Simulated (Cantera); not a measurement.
**Silicon nitride deposition: SiCl₄ + NH₃ + N₂**

A closed system holds: 1 mol SiCl₄, a varied amount of NH₃, 2.6 mol N₂, at 0.550 bar.

Equilibrium computed with Cantera from the NASA thermochemical tables; the gas is ideal and each condensed phase is pure. Candidate condensed phases: NH₄Cl, Si, Si₃N₄; 28 gas species. The tables' values for SiCl₃ are old estimates. The numbers say what is thermodynamically allowed, not how fast it happens.

Stable condensed phases:

```
T in K \ n(NH₃) in mol
         3.5   4 4.6 5.3   6 6.9 7.9 9.1  10  12  14  16
   2075    A   A   A   A   A   B   B   B   B   B   B   B
   1975    A   A   A   A   C   C   C   C   C   C   C   C
   1875    C   C   C   C   C   C   C   C   C   C   C   C
   1775    C   C   C   C   C   C   C   C   C   C   C   C
   1675    C   C   C   C   C   C   C   C   C   C   C   C
   1575    C   C   C   C   C   C   C   C   C   C   C   C
   1475    C   C   C   C   C   C   C   C   C   C   C   C
   1375    C   C   C   C   C   C   C   C   C   C   C   C
   1275    C   C   C   C   C   C   C   C   C   C   C   C
   1175    C   C   C   C   C   C   C   C   C   C   C   C
   1075    C   C   C   C   C   C   C   C   C   C   C   C
    975    C   C   C   C   C   C   C   C   C   C   C   C
    875    C   C   C   C   C   C   C   C   C   C   C   C
```

A: gas only; B: Si; C: Si₃N₄.
